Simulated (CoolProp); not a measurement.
Vapour-liquid equilibrium of carbonyl sulfide (1) + propane (2) at 0.457 MPa; x and y are mole fractions of (1).

The numbers come from the multi-fluid Helmholtz-energy mixture model, Lemmon 2006 and Lemmon 2009; pair parameters Bell 2016 in CoolProp.

```
x      bubble temperature (K)  y at the bubble point  dew temperature at overall composition x (K)  liquid density (mol/L)
-----  ----------------------  ---------------------  --------------------------------------------  ----------------------
0.05                    271.1                  0.071                                         271.3                   12.25
0.125                   270.0                  0.167                                         270.5                   12.59
0.2                     269.1                  0.255                                         269.7                   12.95
0.275                   268.2                  0.338                                         268.9                   13.33
0.35                    267.4                  0.416                                         268.1                   13.72
0.425                   266.7                  0.491                                         267.4                   14.13
0.5                     266.1                  0.564                                         266.6                   14.56
0.575                   265.4                  0.635                                         266.0                   15.02
0.65                    264.8                  0.705                                         265.3                   15.49
0.725                   264.1                  0.772                                         264.6                   16.00
0.8                     263.5                  0.838                                         263.9                   16.53
0.875                   262.9                  0.902                                         263.2                   17.08
0.95                    262.2                  0.962                                         262.4                   17.67
```

No azeotrope shows between x = 0.05 and 0.95.

Pair parameters are fitted to limited data, so mixtures are less certain than the pure fluids.
